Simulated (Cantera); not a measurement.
Cantera with NASA thermochemical tables; ideal gases at 1 bar, condensed phases pure. Values are per mole of reaction as written; species without (g) are pure solids or liquids, kept so even where they would boil at 1 bar.

N(g) + Ti4O7 → NO(g) + 2 Ti2O3

```json
[
 {"T (K)": "300", "ΔH° (kJ)": "-18.5", "ΔS° (J/K)": "13.7", "ΔG° (kJ)": "-22.6", "log10 K": "3.93"},
 {"T (K)": "625", "ΔH° (kJ)": "?", "ΔS° (J/K)": "?", "ΔG° (kJ)": "?", "log10 K": "?"},
 {"T (K)": "725", "ΔH° (kJ)": "-12.3", "ΔS° (J/K)": "25.2", "ΔG° (kJ)": "-30.6", "log10 K": "2.21"},
 {"T (K)": "825", "ΔH° (kJ)": "-11.1", "ΔS° (J/K)": "26.8", "ΔG° (kJ)": "-33.2", "log10 K": "2.10"},
 {"T (K)": "925", "ΔH° (kJ)": "?", "ΔS° (J/K)": "?", "ΔG° (kJ)": "?", "log10 K": "?"},
 {"T (K)": "1025", "ΔH° (kJ)": "-8.9", "ΔS° (J/K)": "29.3", "ΔG° (kJ)": "-38.8", "log10 K": "1.98"},
 {"T (K)": "1125", "ΔH° (kJ)": "-7.8", "ΔS° (J/K)": "30.2", "ΔG° (kJ)": "-41.8", "log10 K": "1.94"},
 {"T (K)": "1225", "ΔH° (kJ)": "-6.8", "ΔS° (J/K)": "31.1", "ΔG° (kJ)": "-44.9", "log10 K": "1.91"}
]
```

Q: Some entries are withheld; supply them.

A: 
- 625, ΔH° (kJ): -13.5
- 625, ΔS° (J/K): 23.4
- 625, ΔG° (kJ): -28.2
- 625, log10 K: 2.36
- 925, ΔH° (kJ): -10.0
- 925, ΔS° (J/K): 28.1
- 925, ΔG° (kJ): -36.0
- 925, log10 K: 2.03
